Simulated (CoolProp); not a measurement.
Vapour-liquid equilibrium of R143a (1) + n-butane (2) at 0.923 MPa; x and y are mole fractions of (1).

The numbers come from the multi-fluid Helmholtz-energy mixture model, Lemmon and Jacobsen 2000 and Bücker 2006; pair parameters Bell 2016 in CoolProp.

```tsv
x	bubble temperature, mixture model (K)	bubble temperature, Raoult's law (K)	y, mixture model	y, Raoult's law
0.05	[?]	342.1	[?]	0.188
0.2	310.4	326.2	[?]	0.535
0.35	[?]	314.8	0.737	0.721
0.5	[?]	306.0	0.793	0.833
0.65	292.8	298.9	0.839	0.906
0.8	[?]	293.0	0.892	0.955
0.95	[?]	288.1	[?]	0.990
```

Question: Some entries are withheld; supply them.

Answer: 
- 0.05, bubble temperature, mixture model (K): 334.6
- 0.05, y, mixture model: 0.273
- 0.2, y, mixture model: 0.628
- 0.35, bubble temperature, mixture model (K): 301.0
- 0.5, bubble temperature, mixture model (K): 296.1
- 0.8, bubble temperature, mixture model (K): 289.9
- 0.95, bubble temperature, mixture model (K): 287.3
- 0.95, y, mixture model: 0.967

The largest gap from Raoult's law is -15.8 K in bubble temperature, at x = 0.2. No azeotrope shows between x = 0.05 and 0.95.

Pair parameters are fitted to limited data, so mixtures are less certain than the pure fluids. With so large a gap from Raoult's law the liquid may split in two, which this calculation doesn't test in full.
